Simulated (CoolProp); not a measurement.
Vapour-liquid equilibrium of benzene (1) + n-nonane (2) at 68.15 °C; x and y are mole fractions of (1).

The numbers come from the multi-fluid Helmholtz-energy mixture model, Thol 2012 and Lemmon 2006; pair parameters Bell 2016 in CoolProp.

| x | bubble pressure, mixture model (MPa) | bubble pressure, Raoult's law (MPa) | y, mixture model | y, Raoult's law |
|---|---|---|---|---|
| 0.05 | ___ | 0.008978 | 0.526 | 0.385 |
| 0.15 | 0.02160 | 0.01531 | 0.764 | 0.677 |
| 0.25 | 0.02943 | 0.02165 | 0.842 | 0.799 |
| 0.35 | 0.03582 | 0.02798 | 0.882 | 0.865 |
| 0.45 | ___ | 0.03431 | ___ | 0.907 |
| 0.55 | ___ | 0.04065 | 0.928 | 0.936 |
| 0.65 | 0.05095 | 0.04698 | 0.945 | 0.957 |
| 0.75 | 0.05575 | 0.05331 | ___ | 0.973 |
| 0.85 | ___ | 0.05964 | 0.976 | 0.985 |
| 0.95 | ___ | 0.06598 | ___ | 0.996 |

Problem. Fill in the missing entries.

Solution. 
- 0.05, bubble pressure, mixture model (MPa): 0.01172
- 0.45, bubble pressure, mixture model (MPa): 0.04128
- 0.45, y, mixture model: 0.908
- 0.55, bubble pressure, mixture model (MPa): 0.04622
- 0.75, y, mixture model: 0.960
- 0.85, bubble pressure, mixture model (MPa): 0.06079
- 0.95, bubble pressure, mixture model (MPa): 0.06624
- 0.95, y, mixture model: 0.992

The largest gap from Raoult's law is +41.1 % in bubble pressure, at x = 0.15. No azeotrope shows between x = 0.05 and 0.95.

Pair parameters are fitted to limited data, so mixtures are less certain than the pure fluids.
